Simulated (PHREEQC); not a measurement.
A PHREEQC speciation (ion-association model, wateq4f.dat) at 25 °C gives pH 0.71 and these molalities:

```csv
species,mol/kgw
H+,0.246
HSO4-,0.194
SO4-2,0.0283
Mg+2,0.00218
MgSO4,0.00112
Cu+2,4.89e-5
CuSO4,2.01e-5
```

Problem. What are the element totals, and what could have been dissolved in 1 kg of water to give them?

Solution. This is not unique; one that fits is totals Cu(2) 6.90e-5, Mg 0.00330, S(6) 0.223 mol/kgw, from 0.22 mol H2SO4, 6.9e-05 mol CuSO4 and 0.0033 mol MgSO4 per kg of water.

Precipitation was switched off in this run.
